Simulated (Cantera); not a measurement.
Cantera run:

```python
import numpy as np
import cantera as ct

gas_names = """
    CL CL2 Cs CsCL Cs2 Cs2CL2 N N2
""".split()
cond_names = """
    Cs(cr) Cs(L) CsCL(a) CsCL(b) CsCL(L)
""".split()


# ... load() reads the species with a 1 bar reference pressure and builds the phases ...
atoms = {
    'CsCl': {'Cs': 1, 'CL': 1},
    'N2': {'N': 2},
}
top_T = {}  # K; cautious upper limits of use, not melting points


# ... equilibrate(T, P, feed) seeds the gas with the atoms and calls Mixture.equilibrate('TP', solver="vcs", rtol=1e-11, max_steps=5000) ...
results = []
T = 998.15  # K
P = 1000  # Pa
for m in [3.1, 4.1, 5.3, 6.9, 9, 12, 15, 20, 26, 34, 44, 57, 75]:
    feed = {'CsCl': 1, 'N2': m}  # mol
    mix = equilibrate(T, P, feed)
    results.append((T, P, feed, dict(zip(mix.species_names, mix.species_moles))))

top = {s: max(r[3][s] / sum(r[3][g] for g in gas_names) for r in results) for s in gas_names}
cols = sorted((s for s in top if top[s] > 0.001), key=lambda s: -top[s])[:5]
seen = [c for c in cond_names if any(r[3].get(c, 0) > 1e-12 for r in results)]
print("log10 of partial pressures in bar; condensed amounts in mol")
print(f"{'n(N2)':>10s}" + "".join(f"{s[:9]:>10s}" for s in cols + seen))
for T, P, feed, n in results:
    ng = sum(n[g] for g in gas_names)
    print(f"{feed['N2']:10.4g}" + "".join(f"{np.log10(max(n[s] / ng * P / 1e5, 1e-99)):10.3f}" for s in cols)
          + "".join(f"{n.get(c, 0):10.4g}" for c in seen))
```

Output:

```
log10 of partial pressures in bar; condensed amounts in mol
     n(N2)        N2      CsCL    Cs2CL2   CsCL(L)
       3.1    -2.047    -3.164    -3.459    0.5224
       4.1    -2.047    -3.164    -3.459    0.3684
       5.3    -2.047    -3.164    -3.459    0.1835
       6.9    -2.045    -3.180    -3.491         0
         9    -2.036    -3.252    -3.635         0
        12    -2.028    -3.334    -3.799         0
        15    -2.023    -3.400    -3.931         0
        20    -2.018    -3.489    -4.109         0
        26    -2.014    -3.574    -4.278         0
        34    -2.011    -3.663    -4.458         0
        44    -2.009    -3.753    -4.637         0
        57    -2.007    -3.846    -4.823         0
        75    -2.005    -3.947    -5.026         0
```

Method: chemical equilibrium by Gibbs-energy minimisation in Cantera with the NASA 1993 tables (ideal gas, pure condensed phases).
